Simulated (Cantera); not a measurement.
An isothermal, constant-pressure homogeneous reactor starts with CH4 : O2 : N2 : H2 = 0.0071 : 0.031 : 1 : 0.03 (molar parts), equivalence ratio 0.94, at 1498 K and 10.0 bar.

Computed with Cantera and GRI-Mech 3.0 (53 species, 325 reactions). The temperature is held fixed by assumption; the heat of reaction is taken as removed at once.

Predict: x(O2) at 3.00 s; x(NO2) at 3.00 s; x(CO2) at 3.00 s.


| Quantity | Result |
|---|---|
| x(O2) at 3.00 s | 0.00171 (gas-phase equilibrium 0.00165) |
| x(NO2) at 3.00 s | 3.89e-9 (gas-phase equilibrium 1.78e-7) |
| x(CO2) at 3.00 s | 0.00674 (gas-phase equilibrium 0.00674) |
